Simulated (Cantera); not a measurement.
Low-pressure radical oxidation in H2/O2

An isothermal, constant-pressure homogeneous reactor starts with H₂ : O₂ : N₂ = 0.087 : 1 : 2.6 (molar parts), equivalence ratio 0.043, at 975 K and 20.0 Torr.

Model: the H2/O2 subset of GRI-Mech 3.0, which has no nitrogen chemistry, integrated in Cantera. Radical loss at walls, strong at low pressure, is not modelled.

```csv
t (s),x H₂,x O₂,x O,x HO₂,x H,x H₂O
3.00e-6,0.0236,0.271,<1e-12,<1e-12,<1e-12,<1e-12
9.22e-6,0.0236,0.271,<1e-12,<1e-12,<1e-12,<1e-12
2.83e-5,0.0236,0.271,<1e-12,1.75e-12,1.66e-12,<1e-12
8.70e-5,0.0236,0.271,<1e-12,5.38e-12,4.77e-12,<1e-12
0.000267,0.0236,0.271,5.92e-12,1.67e-11,1.39e-11,3.65e-12
0.000821,0.0236,0.271,5.39e-11,5.35e-11,6.27e-11,6.91e-11
0.00252,0.0236,0.271,2.06e-9,2.96e-10,1.96e-9,4.00e-9
0.00775,0.0235,0.271,5.29e-5,2.35e-6,5.06e-5,0.000109
0.0238,0.000487,0.261,0.00284,3.96e-6,0.00153,0.0223
0.0731,4.73e-5,0.262,0.000321,1.77e-6,4.02e-5,0.0237
0.225,4.80e-6,0.262,3.18e-5,4.68e-7,1.19e-6,0.0239
0.690,4.98e-7,0.263,3.93e-6,9.29e-8,5.26e-8,0.0239
2.12,5.81e-8,0.263,6.72e-7,1.90e-8,3.73e-9,0.0239
6.51,9.66e-9,0.263,1.50e-7,4.57e-9,3.92e-10,0.0239
20.0,2.23e-9,0.263,3.96e-8,1.25e-9,5.29e-11,0.0239
```
x: mole fraction; the columns are a selection and need not sum to one.

Equilibrium at this temperature and pressure: H₂ 1.17e-11, O₂ 0.263, O 2.28e-10, HO₂ 1.44e-10, H <1e-12, H₂O 0.0239 (gas phase only).
